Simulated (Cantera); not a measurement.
## Transport properties of process gases

Gas mixture: 72.8 % CO2, 27.2 % C2H6, at 20000 Pa, frozen composition.

Cantera's kinetic-theory transport with the Lennard-Jones parameters of GRI-Mech 3.0, ideal gas; thermal conductivity in the mixture-averaged form. The composition is frozen, though it would react at the higher temperatures.

```csv
T (K),ρ (kg/m³),cp (J/kg/K),μ (µPa s),λ (mW/m/K),Pr,D (cm²/s) H2O,D (cm²/s) N2,D (cm²/s) NH3
400,0.242,1188,17.7,27.8,0.756,1.42,1.33,1.39
650,0.149,1518,26.6,52.2,0.774,3.64,3.11,3.52
900,0.107,1739,34.1,75.5,0.785,6.66,5.42,6.38
1150,0.0841,1899,40.6,97.0,0.795,10.4,8.20,9.87
1400,0.0691,2009,46.5,117,0.800,14.6,11.4,13.9
1650,0.0586,2088,51.9,135,0.803,19.5,15.0,18.5
```
D: mixture-averaged diffusion coefficient of that species in the mixture.
